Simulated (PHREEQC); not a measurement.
# Leach liquor: speciation

Make-up at 25 °C: 0.012 mol H2SO4, 0.04 mol Li2SO4 and 0.05 mol Fe2(SO4)3 per kg of water. It is in equilibrium with CO2 at log p = -1 (atm). Otherwise closed; pH follows from the charge balance.

Computed with PHREEQC (ion-association model, wateq4f.dat).

Each row changes one thing in this solution. This is a speciation only: nothing precipitates in the calculation.

```json
[
 {"case": "as made", "pH": "2.19", "ionic strength (mol/kgw)": "0.240", "Li+ (mol/kgw)": "0.0744", "SO4-2 (mol/kgw)": "0.0610", "HSO4- (mol/kgw)": "0.0146", "LiSO4- (mol/kgw)": "0.00556"},
 {"case": "diluted 5-fold with water", "pH": "2.56", "ionic strength (mol/kgw)": "0.0595", "Li+ (mol/kgw)": "0.0155", "SO4-2 (mol/kgw)": "0.0167", "HSO4- (mol/kgw)": "0.00245", "LiSO4- (mol/kgw)": "0.000503"},
 {"case": "Li2SO4 from 0.04 to 0.036 mol/kgw", "pH": "2.18", "ionic strength (mol/kgw)": "0.231", "Li+ (mol/kgw)": "0.0671", "SO4-2 (mol/kgw)": "0.0585", "HSO4- (mol/kgw)": "0.0144", "LiSO4- (mol/kgw)": "0.00487"},
 {"case": "Fe2(SO4)3 left out", "pH": "2.06", "ionic strength (mol/kgw)": "0.121", "Li+ (mol/kgw)": "0.0759", "SO4-2 (mol/kgw)": "0.0346", "HSO4- (mol/kgw)": "0.0134", "LiSO4- (mol/kgw)": "0.00407"},
 {"case": "Li2SO4 from 0.04 to 0.044 mol/kgw", "pH": "2.20", "ionic strength (mol/kgw)": "0.249", "Li+ (mol/kgw)": "0.0817", "SO4-2 (mol/kgw)": "0.0636", "HSO4- (mol/kgw)": "0.0147", "LiSO4- (mol/kgw)": "0.00628"},
 {"case": "temperature from 25 to 5 °C", "pH": "2.13", "ionic strength (mol/kgw)": "0.248", "Li+ (mol/kgw)": "0.0741", "SO4-2 (mol/kgw)": "0.0639", "HSO4- (mol/kgw)": "0.0119", "LiSO4- (mol/kgw)": "0.00592"},
 {"case": "diluted 10-fold with water", "pH": "2.70", "ionic strength (mol/kgw)": "0.0331", "Li+ (mol/kgw)": "0.00783", "SO4-2 (mol/kgw)": "0.00949", "HSO4- (mol/kgw)": "0.00112", "LiSO4- (mol/kgw)": "0.000169"},
 {"case": "H2SO4 from 0.012 to 0.0012 mol/kgw", "pH": "2.61", "ionic strength (mol/kgw)": "0.252", "Li+ (mol/kgw)": "0.0742", "SO4-2 (mol/kgw)": "0.0644", "HSO4- (mol/kgw)": "0.00573", "LiSO4- (mol/kgw)": "0.00575"},
 {"case": "H2SO4 from 0.012 to 0.06 mol/kgw", "pH": "1.50", "ionic strength (mol/kgw)": "0.294", "Li+ (mol/kgw)": "0.0749", "SO4-2 (mol/kgw)": "0.0603", "HSO4- (mol/kgw)": "0.0667", "LiSO4- (mol/kgw)": "0.00513"}
]
```

Complexes and solids missing from the database can't appear. Some of these states are supersaturated (in Hematite (slow to form), Goethite (slow to form), for instance). Away from 25 °C the constants follow the database's enthalpies or fits; those with neither stay at their 25 °C values.
